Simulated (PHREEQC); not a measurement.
Solution A (0.0028 mol/kgw MgCl2, 4.2e-05 mol/kgw Na2CO3 and 0.0004 mol/kgw H4SiO4) is mixed with solution B (2.8 mmol/kgw CaBr2) at 20 °C; shares are by mass of water, 1 kg in all. Oxygen is held at 0.21 atm. No CO2 enters from the air. The run lets Calcite, Brucite, Portlandite, Nesquehonite, SiO2(a), Halite, Nahcolite, Natron precipitate or redissolve, and no other solid.

The series has 11 steps of share of solution B, from 0 to 1.

Computed with PHREEQC (ion-association model, wateq4f.dat).

Problem. Between which two steps does the pH jump most, and from what to what?

Solution. Between share of solution B = 0.9 and 1: from 8.48 to 7.07.
